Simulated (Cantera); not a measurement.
A closed system holds: 1 mol BN, 0.55 mol H2, equilibrated at 10.0 Torr.

Equilibrium computed with Cantera from the NASA thermochemical tables; the gas is ideal and each condensed phase is pure. Candidate condensed phases: B, BN; 28 gas species. Ions and electrons are included (thermal ionisation). The tables' values for BH2 are old estimates; treat these amounts as uncertain. Equilibrium is a limit: real reactors are often held back by kinetics, nucleation or transport. All values below are at 2227 °C.

Base state: N2 0.440, H2 0.412, H 0.140, B 0.00650, BH2 0.00162, BH 0.000253, BN 0.000191 (mole fractions); condensed: B(l).

**Question.** What changes in the equilibrium state with this change: 0.012 mol HF added?

**Answer.** 
| species | before | after |
|---|---|---|
| N2 | 0.440 | 0.432 |
| H2 | 0.412 | 0.409 |
| H | 0.140 | 0.139 |
| BF | 0 | 0.0103 |
| HF | 0 | 7.73e-5 |
| BN | 0.000191 | 0.000189 |
| BH2 | 0.00162 | 0.00161 |
| BH | 0.000253 | 0.000252 |
| B(l), mol | 0.990 | 0.978 |
